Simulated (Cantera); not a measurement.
Input: 1 mol SiC, a varied amount of H2O, 610 mol N2, equilibrated at 2125 K and 2550 Torr.

Points: n(H2O) (mol) = 0.032, 0.063, 0.12, 0.24, 0.46, 0.89, 1.7, 3.4.

Cantera's Mixture.equilibrate('TP', solver="vcs", rtol=1e-11, max_steps=5000) on the NASA tables stopped like this:

```
ERROR: FAILURE its = 5001!

*******************************************************************************
CanteraError thrown by MultiPhase::equilibrate:
VCS solver failed. Return code: -1
*******************************************************************************
```

What got this run through?

This is not unique; one that fits is The failure is numerical, not chemical. The same input converged with solver="gibbs", rtol=1e-10, max_steps=50000, and the result passed a check of the equilibrium conditions:
```
log10 of partial pressures in bar; condensed amounts in mol
    n(H2O)        N2        H2        CO       SiO       H2O    SiC(b)   SiO2(L)  Si3N4(a)
     0.032     0.531    -3.977    -3.840    -4.471   -11.310    0.9535         0  0.006602
     0.063     0.531    -3.619    -3.546    -4.176   -10.657    0.9184         0   0.01632
      0.12     0.531    -3.294    -3.266    -3.896   -10.053    0.8589         0   0.03253
      0.24     0.531    -2.958    -2.965    -3.595    -9.416    0.7415         0   0.06402
      0.46     0.531    -2.653    -2.683    -3.313    -8.828    0.5369         0    0.1183
      0.89     0.530    -2.349    -2.397    -3.026    -8.238    0.1515         0    0.2193
       1.7     0.529    -2.041    -2.280    -2.379    -7.284         0         0   0.07519
       3.4     0.528    -1.828    -2.278    -2.746    -2.429         0    0.6754         0
```

The gas is ideal and each condensed phase is pure. Mutual solubility and eutectic melting of coexisting phases are not modelled. The tables hold silica as quartz up to 1696 K and as liquid above; real silica turns to tridymite and cristobalite and melts near 1996 K.
